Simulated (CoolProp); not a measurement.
Vapour-liquid equilibrium of propane (1) + R236EA (2) at 0.242 MPa; x and y are mole fractions of (1).

The numbers come from the multi-fluid Helmholtz-energy mixture model, Lemmon 2009 and Rui 2013; pair parameters Bell 2016 in CoolProp.

```json
[
 {"x": "0.05", "bubble temperature (K)": "286.9", "y at the bubble point": "0.442", "dew temperature at overall composition x (K)": "301.3", "liquid density (mol/L)": "9.666"},
 {"x": "0.2", "bubble temperature (K)": "262.9", "y at the bubble point": "0.814", "dew temperature at overall composition x (K)": "296.4", "liquid density (mol/L)": "10.35"},
 {"x": "0.35", "bubble temperature (K)": "256.9", "y at the bubble point": "0.869", "dew temperature at overall composition x (K)": "290.8", "liquid density (mol/L)": "10.71"},
 {"x": "0.5", "bubble temperature (K)": "255.6", "y at the bubble point": "0.881", "dew temperature at overall composition x (K)": "284.2", "liquid density (mol/L)": "11.02"},
 {"x": "0.65", "bubble temperature (K)": "255.1", "y at the bubble point": "0.887", "dew temperature at overall composition x (K)": "275.9", "liquid density (mol/L)": "11.36"},
 {"x": "0.8", "bubble temperature (K)": "254.2", "y at the bubble point": "0.905", "dew temperature at overall composition x (K)": "264.3", "liquid density (mol/L)": "11.81"},
 {"x": "0.95", "bubble temperature (K)": "253.1", "y at the bubble point": "0.962", "dew temperature at overall composition x (K)": "253.2", "liquid density (mol/L)": "12.37"}
]
```

No azeotrope shows between x = 0.05 and 0.95.

Pair parameters are fitted to limited data, so mixtures are less certain than the pure fluids. With so large a gap from Raoult's law the liquid may split in two, which this calculation doesn't test in full.
